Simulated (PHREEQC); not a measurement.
Dissolve 0.0021 mol/kgw HF, 0.054 mol/kgw NH4HF2, 0.0011 mol/kgw H2SiF6 and 3.4e-05 mol/kgw HCl at 75 °C. Closed to the air; pH follows from the charge balance.

Equilibrium calculation in PHREEQC: ion-association model, phreeqc.dat.

**Question.** The ionic strength comes out as 0.0555 mol/kgw. What activity coefficients do HF2-, Cl-, SiF6-2, NH4+, F- get?

**Answer.** HF2- 0.80, Cl- 0.79, SiF6-2 0.42, NH4+ 0.77, F- 0.79.

No solid was allowed to form. Away from 25 °C the constants follow the database's enthalpies or fits; those with neither stay at their 25 °C values. SiF6-2 is the database's only silicon fluoride.
